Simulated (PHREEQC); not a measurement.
1 kg of water holding 0.17 mol/kgw NaCl meets 20 L of dry gas (H2 1 by moles) at fixed total pressure, at 25 °C; fugacities by Peng-Robinson. The gases take part in no redox reaction, some water evaporates into the gas, and hydrates or a liquid gas phase aren't modelled. No solid was allowed to form.

Equilibrium calculation in PHREEQC: ion-association model, phreeqc.dat.

```
P (atm)  dissolved H2 (mol/kgw)  φ of H2
-------  ----------------------  -------
2                       0.00150    1.000
5                       0.00377    1.001
10                      0.00753    1.003
20                       0.0150    1.005
30                       0.0223    1.008
40                       0.0294    1.011
50                       0.0365    1.014
75                       0.0535    1.022
100                      0.0699    1.031
150                       0.101    1.049
200                       0.129    1.070
300                       0.180    1.116
400                       0.224    1.170
```
